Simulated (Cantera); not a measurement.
Feed: 1 mol (CH₃)₂SiCl₂, 0.2 mol HCl, 11 mol H₂, at 925 K and 58000 Pa.

Cantera equilibrium calculation (NASA polynomials, part measured and part estimated; ideal gas, pure solids and liquids). Candidate condensed phases: C, C₆H₆, C₇H₈, C₈H₁₈, Si, SiC; 109 gas species. The feed counts by its element totals alone. The tables' values for SiCl₃ are old estimates; treat these amounts as uncertain. The numbers say what is thermodynamically allowed, not how fast it happens.

Base state: H₂ 0.837, CH₄ 0.0922, HCl 0.0398, SiCl₄ 0.0290, SiHCl₃ 0.00222, SiCl₃ 1.95e-5, SiH₂Cl₂ 1.67e-5 (mole fractions); condensed: C(graphite) + SiC(s).

Task: What changes in the equilibrium state with this change: H₂ from 11 to 210 mol?

Result: 
```json
[
 {"species": "H₂", "before": "0.837", "after": "0.986"},
 {"species": "HCl", "before": "0.0398", "after": "0.00730"},
 {"species": "CH₄", "before": "0.0922", "after": "0.00553"},
 {"species": "SiCl₄", "before": "0.0290", "after": "0.000549"},
 {"species": "SiCl₃", "before": "1.95e-5", "after": "2.18e-6"},
 {"species": "SiHCl₃", "before": "0.00222", "after": "0.000270"},
 {"species": "SiH₂Cl₂", "before": "1.67e-5", "after": "1.30e-5"},
 {"species": "C(graphite), mol", "before": "0.176", "after": "0"},
 {"species": "SiC(s), mol", "before": "0.577", "after": "0.822"}
]
```

Task: What changes in the equilibrium state with this change: (CH₃)₂SiCl₂ replaced by SiCl₄?

Result: 
```json
[
 {"species": "H₂", "before": "0.837", "after": "0.892"},
 {"species": "SiCl₄", "before": "0.0290", "after": "0.0726"},
 {"species": "HCl", "before": "0.0398", "after": "0.0258"},
 {"species": "CH₄", "before": "0.0922", "after": "0"},
 {"species": "SiH₂Cl₂", "before": "1.67e-5", "after": "0.000112"},
 {"species": "SiHCl₃", "before": "0.00222", "after": "0.00912"},
 {"species": "C(graphite), mol", "before": "0.176", "after": "0"},
 {"species": "SiC(s), mol", "before": "0.577", "after": "0"}
]
```
